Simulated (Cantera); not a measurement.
Calcination and drying: CsOH + H₂O

A closed system holds: 1 mol CsOH, 0.073 mol H₂O, held at 10000 Pa.

These are equilibrium values from Cantera (NASA tables, ideal gas, pure condensed phases), not measurements of a reactor. Candidate condensed phases: Cs, CsOH, H₂O; 15 gas species. Equilibrium is a limit: real reactors are often held back by kinetics, nucleation or transport.

```tsv
T (K)	x H₂O	x CsOH	x Cs	x Cs₂(OH)₂	x O₂	n CsOH(l)
850	0.947	0.0309	2.60e-9	0.0219	8.18e-9	0.994
950	0.711	0.212	2.46e-7	0.0775	1.19e-7	0.962
1050	0.0771	0.790	1.50e-5	0.133	3.76e-6	0
1150	0.0702	0.899	9.24e-5	0.0306	2.31e-5	0
1250	0.0687	0.923	0.000388	0.00756	9.71e-5	0
1350	0.0688	0.927	0.00129	0.00222	0.000322	0
1450	0.0697	0.925	0.00358	0.000766	0.000892	0
1550	0.0719	0.917	0.00859	0.000300	0.00213	0
1650	0.0761	0.901	0.0181	0.000129	0.00450	0
1750	0.0832	0.873	0.0342	5.94e-5	0.00845	0
1850	0.0937	0.832	0.0582	2.86e-5	0.0143	0
1950	0.108	0.776	0.0906	1.41e-5	0.0222	0
2050	0.125	0.707	0.131	7.02e-6	0.0318	0
2150	0.143	0.626	0.177	3.48e-6	0.0427	0
```
x: gas mole fraction; n: condensed amount in mol.

From 850 K to 950 K the condensed part is CsOH(l). From 1050 K to 2150 K nothing is condensed. The main Cs-bearing gas is Cs₂(OH)₂ at 850 K and CsOH at 2150 K.
